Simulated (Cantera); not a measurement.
# Aluminium nitride and oxide growth: Al + H2O + H2

Feed: 1 mol Al, 1.2 mol H2O, 46 mol H2, equilibrated at 100 Torr.

Method: chemical equilibrium by Gibbs-energy minimisation in Cantera with the NASA 1993 tables (ideal gas, pure condensed phases). Candidate condensed phases: Al, Al2O3, H2O; 19 gas species. Mutual solubility and eutectic melting of coexisting phases are not modelled. Kinetics and transport are ignored.

From 773 K to 923 K the condensed part is Al(s) + Al2O3(s). From 973 K to 1173 K the condensed part is Al(l) + Al2O3(s).

```csv
T (K),log p H2,log p H,log p AlH,log p Al,log p Al2O,n Al(s),n Al2O3(s),n Al(l)
773,-0.88,-12.48,<-12,<-12,<-12,0.200,0.400,0
823,-0.88,-11.57,-12.18,<-12,<-12,0.200,0.400,0
873,-0.88,-10.77,-11.26,-12.72,<-12,0.200,0.400,0
923,-0.88,-10.05,-10.44,-11.67,<-12,0.200,0.400,0
973,-0.88,-9.40,-9.73,-10.75,-12.24,0,0.400,0.200
1023,-0.88,-8.82,-9.10,-9.93,-11.22,0,0.400,0.200
1073,-0.88,-8.29,-8.53,-9.18,-10.30,0,0.400,0.200
1123,-0.88,-7.81,-8.01,-8.51,-9.47,0,0.400,0.200
1173,-0.88,-7.37,-7.54,-7.89,-8.71,0,0.400,0.200
```
log p: log10 of the partial pressure in bar; n: condensed amount in mol.
